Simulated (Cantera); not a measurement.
What does this Cantera script print?

```python
import numpy as np
import cantera as ct

gas = ct.Solution("h2o2.yaml")
gas.TPX = 1348, 290, {'H2': 0.074, 'O2': 1}
inlet = ct.Reservoir(gas, clone=True)

reactor = ct.IdealGasConstPressureReactor(gas, energy="off", clone=False)
exhaust = ct.Reservoir(gas, clone=True)
tau = [5, 2.2, 0.96, 0.42, 0.19, 0.082, 0.036, 0.016, 0.007, 0.0031, 0.0013][0]
for a, b in ((inlet, reactor), (reactor, exhaust)):
    ct.MassFlowController(a, b, mdot=lambda t: reactor.mass / tau)
net = ct.ReactorNet([reactor])
show = ['H2', 'O2', 'HO2', 'H', 'H2O2', 'O', 'H2O']

rows = []
print(f"{'tau/s':>10s}{'T/K':>9s}" + "".join(f"{s:>11s}" for s in show))
for tau in [5, 2.2, 0.96, 0.42, 0.19, 0.082, 0.036, 0.016, 0.007, 0.0031, 0.0013]:
    net.initial_time = 0.0
    net.advance(30 * tau)
    before = gas.X
    net.advance(40 * tau)
    drift = np.max(np.abs(gas.X - before) / (gas.X + 1e-9))
    rows.append([gas.T, *gas[show].X, drift])
    print(f"{tau:10.3e}{gas.T:9.1f}" + "".join(f"{x:11.3e}" for x in gas[show].X))
```

Output:

```
     tau/s      T/K         H2         O2        HO2          H       H2O2          O        H2O
 5.000e+00   1348.0  4.553e-04  9.146e-01  4.278e-07  1.486e-03  1.561e-08  1.203e-02  6.769e-02
 2.200e+00   1348.0  6.928e-04  9.073e-01  5.026e-07  2.828e-03  1.749e-08  1.850e-02  6.603e-02
 9.600e-01   1348.0  9.841e-04  8.984e-01  5.611e-07  4.819e-03  1.876e-08  2.644e-02  6.391e-02
 4.200e-01   1348.0  1.287e-03  8.897e-01  5.984e-07  7.063e-03  1.944e-08  3.411e-02  6.173e-02
 1.900e-01   1348.0  1.579e-03  8.834e-01  6.188e-07  8.892e-03  1.988e-08  3.955e-02  5.998e-02
 8.200e-02   1348.0  1.977e-03  8.797e-01  6.322e-07  1.023e-02  2.057e-08  4.263e-02  5.852e-02
 3.600e-02   1348.0  2.673e-03  8.785e-01  6.440e-07  1.112e-02  2.197e-08  4.327e-02  5.707e-02
 1.600e-02   1348.0  4.072e-03  8.793e-01  6.574e-07  1.184e-02  2.459e-08  4.186e-02  5.495e-02
 7.000e-03   1348.0  7.039e-03  8.822e-01  6.689e-07  1.243e-02  2.886e-08  3.823e-02  5.122e-02
 3.100e-03   1348.0  1.296e-02  8.878e-01  6.644e-07  1.238e-02  3.368e-08  3.224e-02  4.486e-02
 1.300e-03   1348.0  2.551e-02  8.982e-01  6.155e-07  1.044e-02  3.445e-08  2.276e-02  3.328e-02
```

Computed with Cantera and the H2/O2 subset of GRI-Mech 3.0, which has no nitrogen chemistry. Radical loss at walls, strong at low pressure, is not modelled. The temperature is held fixed by assumption; the heat of reaction is taken as removed at once.
